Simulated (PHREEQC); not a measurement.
Dissolve 0.012 mol NaH2PO4 per kg of water at 25 °C. Closed to the air; pH follows from the charge balance.

Model: ion-association model, phreeqc.dat, run in PHREEQC.

Each row changes one thing in this solution. No solid was allowed to form.

```
case                                    pH  ionic strength (mol/kgw)  HPO4-2 (mol/kgw)  H3PO4 (mol/kgw)  NaHPO4- (mol/kgw)
------------------------------------  ----  ------------------------  ----------------  ---------------  -----------------
as made                               4.70                    0.0121           5.20e-5          3.10e-5            7.84e-7
temperature from 25 to 35 °C          4.71                    0.0121           5.55e-5          3.46e-5            8.30e-7
NaH2PO4 from 0.012 to 0.06 mol/kgw    4.53                    0.0603          0.000232         0.000209            1.19e-5
NaH2PO4 from 0.012 to 0.018 mol/kgw   4.66                    0.0181           7.42e-5          5.10e-5            1.55e-6
temperature from 25 to 30 °C          4.71                    0.0121           5.37e-5          3.28e-5            8.07e-7
NaH2PO4 from 0.012 to 0.12 mol/kgw    4.46                     0.120          0.000466         0.000461            3.84e-5
NaH2PO4 from 0.012 to 0.0108 mol/kgw  4.72                    0.0109           4.76e-5          2.72e-5            6.59e-7
```
